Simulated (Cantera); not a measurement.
A Cantera script and what it prints.

```python
import numpy as np
import cantera as ct

gas_names = [...]  # 123 gases of nasa_gas.yaml made of C, H, O, Si
cond_names = """
    C(gr) C6H6(L) C7H8(L) C8H18(L),n-octa H2O(s) H2O(L) Si(cr) Si(L) SiC(b) SiO2(Lqz) SiO2(hqz) SiO2(L)
""".split()


# ... load() reads the species with a 1 bar reference pressure and builds the phases ...
atoms = {
    'Si': {'Si': 1},
    'CO2': {'C': 1, 'O': 2},
    'H2': {'H': 2},
}
top_T = {'C(gr)': 4500, 'SiC(b)': 3050}  # K; cautious upper limits of use, not melting points


# ... equilibrate(T, P, feed) seeds the gas with the atoms and calls Mixture.equilibrate('TP', solver="vcs", rtol=1e-11, max_steps=5000) ...
results = []
feed = {'Si': 1, 'CO2': 0.033, 'H2': 18}  # mol
T = 1098.15  # K
P = 540  # Pa
mix = equilibrate(T, P, feed)
results.append((T, P, feed, dict(zip(mix.species_names, mix.species_moles))))
x = sorted(zip(gas.X, gas.species_names), reverse=True)
print(f"T = {T:g} K  P = {P:g} Pa  gas = {mix.phase_moles(0):.4g} mol")
print("   x: " + "  ".join(f"{s} {v:.3e}" for v, s in x if v > 1e-06))
print("   condensed (mol): " + ("  ".join(f"{mix.phase(i).name} {mix.phase_moles(i):.4g}"
      for i in range(1, mix.n_phases) if mix.phase_moles(i) > 1e-12) or "none"))
```

It prints:

```
T = 1098.15 K  P = 540 Pa  gas = 18 mol
   x: H2 1.000e+00  SiO 4.004e-06
   condensed (mol): Si(cr) 0.934  SiC(b) 0.033  SiO2(hqz) 0.03296
```

Method: chemical equilibrium by Gibbs-energy minimisation in Cantera with the NASA 1993 tables (ideal gas, pure condensed phases). Mutual solubility and eutectic melting of coexisting phases are not modelled.
